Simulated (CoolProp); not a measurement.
Properties of dodecamethylcyclohexasiloxane (D6) along the isotherm 514.6 K (Tc = 645.8 K, pc = 9.614 bar, ω = 0.736).

Model: reference Helmholtz-energy equation of state, Colonna 2008, in CoolProp. It is a short technical equation, of lower accuracy than the large ones.

```
p (bar)   phase  cp (kJ/(kg K))  speed of sound (m/s)  isothermal compressibility (1/MPa)  expansivity (1/kK)  fugacity coefficient
-------  ------  --------------  --------------------  ----------------------------------  ------------------  --------------------
0.32        gas           1.777                 95.71                               32.22               2.132                0.9712
0.641       gas           1.781                 92.62                               16.66               2.361                0.9425
0.961    liquid           2.019                 323.3                             0.01500               2.066                0.8934
1.28     liquid           2.019                 323.9                             0.01494               2.059                0.6739
1.6      liquid           2.019                 324.6                             0.01487               2.053                0.5416
1.92     liquid           2.018                 325.2                             0.01480               2.047                0.4535
2.24     liquid           2.018                 325.8                             0.01474               2.041                0.3905
2.56     liquid           2.018                 326.4                             0.01467               2.035                0.3433
2.88     liquid           2.017                 327.0                             0.01461               2.029                0.3066
3.2      liquid           2.017                 327.6                             0.01454               2.023                0.2772
3.53     liquid           2.016                 328.2                             0.01448               2.017                0.2525
3.85     liquid           2.016                 328.8                             0.01442               2.011                0.2326
4.17     liquid           2.016                 329.4                             0.01436               2.005                0.2158
4.49     liquid           2.015                 330.0                             0.01429               1.999                0.2013
4.81     liquid           2.015                 330.6                             0.01423               1.994                0.1888
```
